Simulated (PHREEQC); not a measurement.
Phosphoric acid bath (model solution)

Solution (20 °C): 0.27 mol NaH2PO4, 0.00048 mol H2SO4 and 7.8e-05 mol NiSO4 per kg of water. Closed to the air; pH follows from the charge balance.

Computed with PHREEQC (ion-association model, wateq4f.dat).

Each row changes one thing in this solution. This is a speciation only: nothing precipitates in the calculation.

| case | pH | ionic strength (mol/kgw) | HPO4-2 (mol/kgw) | SO4-2 (mol/kgw) | NaSO4- (mol/kgw) | NaHPO4- (mol/kgw) | SI of Mirabilite (Na2SO4:10H2O) | SI of Morenosite (NiSO4:7H2O) |
|---|---|---|---|---|---|---|---|---|
| as made | 4.19 | 0.271 | 0.000673 | 0.000414 | 0.000143 | 9.58e-5 | -4.06 | -6.23 |
| H2SO4 from 0.00048 to 0.00096 mol/kgw | 4.04 | 0.271 | 0.000472 | 0.000769 | 0.000266 | 6.72e-5 | -3.79 | -5.97 |
| diluted 10-fold with water | 4.42 | 0.0272 | 6.69e-5 | 5.20e-5 | 3.69e-6 | 1.92e-6 | -6.47 | -7.53 |
| temperature from 20 to 35 °C | 4.22 | 0.271 | 0.000807 | 0.000407 | 0.000150 | 0.000111 | -4.78 | -6.37 |
| NaH2PO4 replaced by Na3PO4 at the same molality | 12.37 | 1.55 | 0.0232 | 0.000350 | 0.000208 | 0.00639 | -3.51 | -13.26 |
| diluted 2-fold with water | 4.26 | 0.136 | 0.000328 | 0.000228 | 5.03e-5 | 2.94e-5 | -4.75 | -6.60 |
| 0.048 mol/kgw NaHCO3 added | 5.83 | 0.341 | 0.0278 | 0.000407 | 0.000150 | 0.00425 | -4.00 | -6.61 |
| NaH2PO4 from 0.27 to 0.054 mol/kgw | 3.85 | 0.0549 | 4.17e-5 | 0.000495 | 5.82e-5 | 1.98e-6 | -5.02 | -5.73 |
| temperature from 20 to 30 °C | 4.21 | 0.271 | 0.000762 | 0.000409 | 0.000148 | 0.000106 | -4.55 | -6.33 |

The ionic strength passes 0.7 mol/kgw, the rough limit of the ion-association models, in NaH2PO4 replaced by Na3PO4 at the same molality. Complexes and solids missing from the database can't appear. Some of these states are supersaturated (in Ni(OH)2, for instance). H3PO4, which wateq4f.dat lacks, is added to it with the constant of phreeqc.dat. The database has no phosphate complexes of Ni. The database's nickel carbonate constants are estimates that later reviews lower a good deal.
